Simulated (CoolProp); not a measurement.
R115 at 298.15 K and 0.464 MPa is compressed adiabatically to 1.62 MPa with isentropic efficiency 0.8. Each further row changes one setting.

Values from CoolProp's reference Helmholtz-energy equation of state, Lemmon 2016.

| case | work (kJ/kg) | final temperature (K) | final density (kg/m³) |
|---|---|---|---|
| as stated | 22.4 | 341.6 | 115 |
| efficiency 1 | (withheld) | (withheld) | (withheld) |
| efficiency 0.65 | (withheld) | 347.2 | 111 |

What belongs in the gaps?


- efficiency 1, work (kJ/kg): 17.9
- efficiency 1, final temperature (K): 336.8
- efficiency 1, final density (kg/m³): 119
- efficiency 0.65, work (kJ/kg): 27.5
